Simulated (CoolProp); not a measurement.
n-perfluorohexane at 293.15 K and 0.362 MPa is throttled through a valve to 0.0334 MPa with no heat exchange. Each further row changes one setting.

Computed with CoolProp (reference Helmholtz-energy equation of state, Gao 2022).

```json
[
 {"case": "as stated", "temperature change (K)": "+0.1", "final phase": "liquid", "final density (kg/m³)": "1690"},
 {"case": "outlet pressure 0.01 MPa", "temperature change (K)": "-17.3", "final phase": "two-phase, vapour fraction 0.181", "final density (kg/m³)": "8.21"},
 {"case": "outlet pressure 0.0434 MPa", "temperature change (K)": "+0.1", "final phase": "liquid", "final density (kg/m³)": "1690"}
]
```
